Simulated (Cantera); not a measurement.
## Adiabatic ignition

An adiabatic, constant-volume homogeneous reactor starts with 40.9 % H2, 12.4 % O2, 46.7 % N2, equivalence ratio 1.6, at 1200 K and 1.01 bar.

Cantera simulation using the H2/O2 subset of GRI-Mech 3.0, which has no nitrogen chemistry; the numbers are that mechanism's predictions, not measurements.

```
t (s)     T (K)  P (bar)   x H2     x O2       x H    x HO2       x O
--------  -----  -------  -----  -------  --------  -------  --------
2.00e-6    1200     1.01  0.409    0.124   8.61e-9  7.56e-9  6.15e-10
4.86e-6    1200     1.01  0.409    0.124   3.57e-8  2.11e-8   2.86e-9
1.18e-5    1200     1.01  0.409    0.124   4.17e-7  1.13e-7   3.46e-8
2.87e-5    1200     1.01  0.409    0.124  0.000103  1.66e-5   8.54e-6
6.97e-5    2640     2.05  0.166  0.00295    0.0610  2.68e-6   0.00499
0.000169   2930     2.23  0.173  0.00122    0.0358  1.53e-6   0.00210
0.000412   2931     2.23  0.173  0.00122    0.0357  1.52e-6   0.00209
0.00100    2931     2.23  0.173  0.00122    0.0357  1.52e-6   0.00209
0.00243    2931     2.23  0.173  0.00122    0.0357  1.52e-6   0.00209
0.00590    2931     2.23  0.173  0.00122    0.0357  1.52e-6   0.00209
0.0143     2931     2.23  0.173  0.00122    0.0357  1.52e-6   0.00209
0.0349     2931     2.23  0.173  0.00122    0.0357  1.52e-6   0.00209
0.0847     2931     2.23  0.173  0.00122    0.0357  1.52e-6   0.00209
0.206      2931     2.23  0.173  0.00122    0.0357  1.52e-6   0.00209
0.500      2931     2.23  0.173  0.00122    0.0357  1.52e-6   0.00209
```
x: mole fraction; the columns are a selection and need not sum to one.

- time of steepest temperature rise = 47.2 µs
- temperature at 0.500 s = 2931 K
- equilibrium temperature = 2931 K
- x(H2) at 0.500 s = 0.173 (gas-phase equilibrium 0.173)
- x(O2) at 0.500 s = 0.00122 (gas-phase equilibrium 0.00122)
- x(H) at 0.500 s = 0.0357 (gas-phase equilibrium 0.0357)
